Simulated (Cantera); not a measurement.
An isothermal plug-flow reactor at 875 K and 1.00 bar (inlet), inlet velocity 1.1 m/s, active area per volume 6800 1/m; feed CH4 : O2 : N2 = 0.0073 : 0.12 : 0.79 (molar parts), equivalence ratio 0.12.

Model: Deutschmann's 1995 Pt surface mechanism with GRI-Mech 3.0 gas chemistry, integrated in Cantera. Catalytic surfaces can have several steady states; this one follows from the mechanism file's or the stated starting coverage. Mass transfer to the wall is taken as infinitely fast.

### Question
Predict: x(CH4) at z = 0.05 m; x(O2) at z = 0.05 m; x(H2O) at z = 0.05 m; x(CO2) at z = 0.05 m; x(CO) at z = 0.05 m; θ(free Pt) at the exit; θ(O*) at the exit; θ(OH*) at the exit.

### Answer
```
Property                  Result
----------------------  --------
x(CH4) at z = 0.05 m    0.000814
x(O2) at z = 0.05 m        0.117
x(H2O) at z = 0.05 m      0.0143
x(CO2) at z = 0.05 m     0.00714
x(CO) at z = 0.05 m      1.90e-7
θ(free Pt) at the exit    0.0776
θ(O*) at the exit          0.920
θ(OH*) at the exit       0.00236
```
